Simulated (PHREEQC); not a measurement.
Consider water at 40 °C with 0.016 mol HF, 0.099 mol (NH4)2SiF6 and 4.4e-05 mol H3PO4 per kg of water. Closed to the air; pH follows from the charge balance.

Model: ion-association model, phreeqc.dat, run in PHREEQC.

Problem. The ionic strength comes out as 0.301 mol/kgw. What activity coefficients do HF2-, NH4+, H+, SiF6-2, F- get?

Solution. HF2- 0.73, NH4+ 0.63, H+ 0.78, SiF6-2 0.25, F- 0.67.

No solid was allowed to form. Away from 25 °C the constants follow the database's enthalpies or fits; those with neither stay at their 25 °C values. SiF6-2 is the database's only silicon fluoride.
